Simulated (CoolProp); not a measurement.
Saturation properties of water (Tc = 373.9 °C, pc = 220.6 bar, ω = 0.344).

Computed with CoolProp (reference Helmholtz-energy equation of state, Wagner 2002).

```json
[
 {"T (°C)": "139.55", "p (bar)": "3.570", "liquid density (kg/m³)": "926.5", "liquid cp (kJ/(kg K))": "4.282", "vapour Z": "0.9644", "liquid conductivity (mW/(m K))": "683"},
 {"T (°C)": "166.75", "p (bar)": "7.319", "liquid density (kg/m³)": "900.7", "liquid cp (kJ/(kg K))": "4.357", "vapour Z": "0.9427", "liquid conductivity (mW/(m K))": "677"},
 {"T (°C)": "194.05", "p (bar)": "13.71", "liquid density (kg/m³)": "871.5", "liquid cp (kJ/(kg K))": "4.466", "vapour Z": "0.9133", "liquid conductivity (mW/(m K))": "664"},
 {"T (°C)": "221.25", "p (bar)": "23.76", "liquid density (kg/m³)": "838.6", "liquid cp (kJ/(kg K))": "4.623", "vapour Z": "0.8755", "liquid conductivity (mW/(m K))": "644"},
 {"T (°C)": "248.55", "p (bar)": "38.80", "liquid density (kg/m³)": "801.0", "liquid cp (kJ/(kg K))": "4.855", "vapour Z": "0.8276", "liquid conductivity (mW/(m K))": "618"},
 {"T (°C)": "275.75", "p (bar)": "60.15", "liquid density (kg/m³)": "757.7", "liquid cp (kJ/(kg K))": "5.214", "vapour Z": "0.7684", "liquid conductivity (mW/(m K))": "587"},
 {"T (°C)": "303.05", "p (bar)": "89.63", "liquid density (kg/m³)": "705.8", "liquid cp (kJ/(kg K))": "5.843", "vapour Z": "0.6940", "liquid conductivity (mW/(m K))": "548"},
 {"T (°C)": "330.25", "p (bar)": "129.0", "liquid density (kg/m³)": "640.1", "liquid cp (kJ/(kg K))": "7.206", "vapour Z": "0.5985", "liquid conductivity (mW/(m K))": "501"},
 {"T (°C)": "357.55", "p (bar)": "181.2", "liquid density (kg/m³)": "540.7", "liquid cp (kJ/(kg K))": "13.24", "vapour Z": "0.4607", "liquid conductivity (mW/(m K))": "444"}
]
```

It boils at 100.0 °C under 1 atm.

Thermal conductivity comes from a separate model (Huber 2012).
